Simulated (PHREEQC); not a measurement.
# Acid rinse or clean: an equilibrium model

A solution holds 0.0017 mol HF, 0.021 mol CaCl2 and 0.0052 mol MnSO4 per kg of water, at 20 °C. Closed to the air; pH follows from the charge balance.

The numbers come from PHREEQC with the ion-association model, wateq4f.dat.

Each row changes one thing in this solution. This is a speciation only: nothing precipitates in the calculation.

```
case                                             pH  ionic strength (mol/kgw)  Ca+2 (mol/kgw)  SO4-2 (mol/kgw)  CaSO4 (mol/kgw)  F- (mol/kgw)  SI of Gypsum (CaSO4:2H2O)  SI of Fluorite (CaF2)
---------------------------------------------  ----  ------------------------  --------------  ---------------  ---------------  ------------  -------------------------  ---------------------
as made                                        3.13                    0.0750          0.0191          0.00290          0.00182      0.000913                      -0.43                  +2.28
0.0021 mol/kgw Na2CO3 added                    7.82                    0.0765          0.0189          0.00300          0.00184       0.00158                      -0.43                  +2.75
0.02 mol/kgw Cd(NO3)2 added                    3.12                     0.113          0.0196          0.00264          0.00132      0.000906                      -0.57                  +2.20
CaCl2 from 0.021 to 0.0315 mol/kgw             3.13                     0.105          0.0293          0.00271          0.00211      0.000912                      -0.36                  +2.40
MnSO4 replaced by K2SO4 at the same molality   3.14                    0.0712          0.0190          0.00305          0.00196      0.000920                      -0.40                  +2.30
MnSO4 from 0.0052 to 0.00468 mol/kgw           3.13                    0.0739          0.0193          0.00261          0.00167      0.000910                      -0.47                  +2.28
temperature from 20 to 45 °C                   3.21                    0.0739          0.0190          0.00264          0.00193      0.000789                      -0.48                  +1.88
MnSO4 replaced by Li2SO4 at the same molality  3.14                    0.0712          0.0190          0.00306          0.00197      0.000921                      -0.40                  +2.30
0.0005 mol/kgw CsOH added                      3.31                         …          0.0191          0.00293          0.00183             …                      -0.43                  +2.42
```

### Question
Complete the blanks.

### Answer

- 0.0005 mol/kgw CsOH added, ionic strength (mol/kgw): 0.0751
- 0.0005 mol/kgw CsOH added, F- (mol/kgw): 0.00107

Complexes and solids missing from the database can't appear. Some of these states are supersaturated (in Fluorite, Rhodochrosite, for instance). Constants without temperature data keep their 25 °C values here.
